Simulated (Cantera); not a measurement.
A freely propagating, adiabatic, planar premixed flame of H2 : O2 : N2 : H2O = 1 : 0.595 : 2.02 : 0.0045 (molar parts), unburnt at 675 K and 2.10 bar; mixture-averaged transport, grid criteria slope 0.08 and curve 0.16, no radiation.

Computed with Cantera and the H2/O2 subset of GRI-Mech 3.0, which has no nitrogen chemistry. The hydrogen kinetics of GRI-Mech 3.0 are dated; newer H2 mechanisms differ, most at raised pressure. Burning velocities carry a grid error of a few per cent, more on coarse grids.

x: mole fraction of selected species; z is measured from the peak of heat release.

```csv
z (mm),T (K),u (m/s),x H2,x O2,x H2O,x O,x H,x OH
-0.541,675,9.08,0.276,0.164,0.00124,<1e-8,<1e-8,<1e-8
-0.360,675,9.08,0.276,0.164,0.00124,<1e-8,<1e-8,<1e-8
-0.270,675,9.08,0.276,0.164,0.00124,<1e-8,<1e-8,<1e-8
-0.180,675,9.08,0.276,0.164,0.00124,<1e-8,5.52e-8,<1e-8
-0.0901,691,9.24,0.271,0.165,0.00199,9.65e-6,0.000140,4.68e-5
-0.0450,[?],11.6,0.235,0.161,0.0211,0.000463,0.00483,0.000998
0,[?],16.8,0.137,0.121,0.108,0.00617,0.0285,0.00508
0.0450,[?],20.6,0.0582,0.0670,0.200,0.0139,0.0431,0.0134
0.0901,[?],22.6,0.0390,0.0495,0.229,0.0154,0.0390,0.0181
0.180,2009,24.5,0.0334,0.0431,0.245,0.0133,0.0281,0.0211
0.360,2180,26.2,0.0282,0.0390,0.259,0.00980,0.0177,0.0221
0.721,2331,27.7,0.0215,0.0356,0.275,0.00651,0.00974,0.0210
1.44,2448,28.9,0.0148,0.0329,0.289,0.00398,0.00480,0.0183
```

**Question.** What belongs in the gaps?

**Answer.** 
- -0.0450, T (K): 891
- 0, T (K): 1334
- 0.0450, T (K): 1664
- 0.0901, T (K): 1832
